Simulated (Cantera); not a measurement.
Feed: 1 mol SiHCl3, 0.2 mol Cl2, 23 mol N2, held at 1375 K and 0.00430 bar.

These are equilibrium values from Cantera (NASA tables, ideal gas, pure condensed phases), not measurements of a reactor. Candidate condensed phases: NH4Cl, Si, Si3N4; 28 gas species. N2 is the only nitrogen source here; it is nearly inert below about 1500 K, so the nitride shown seldom forms there in practice. The tables' values for SiCl3 are old estimates; treat these amounts as uncertain. The numbers say what is thermodynamically allowed, not how fast it happens.

Base state: N2 0.925, HCl 0.0368, SiCl2 0.0192, SiCl4 0.0105, SiCl3 0.00662, H2 0.00176, Cl 3.79e-5, SiHCl3 3.21e-5 (mole fractions); condensed: Si3N4(s).

### Question
What changes in the equilibrium state with this change: temperature from 1375 K to 1450 K?

### Answer
```tsv
species	before	after
N2	0.925	0.921
HCl	0.0368	0.0375
SiCl2	0.0192	0.0275
SiCl4	0.0105	0.00588
Cl	3.79e-5	0.000125
SiHCl3	3.21e-5	1.69e-5
H2	0.00176	0.00125
SiCl3	0.00662	0.00665
Si3N4(s), mol	0.0330	0
```
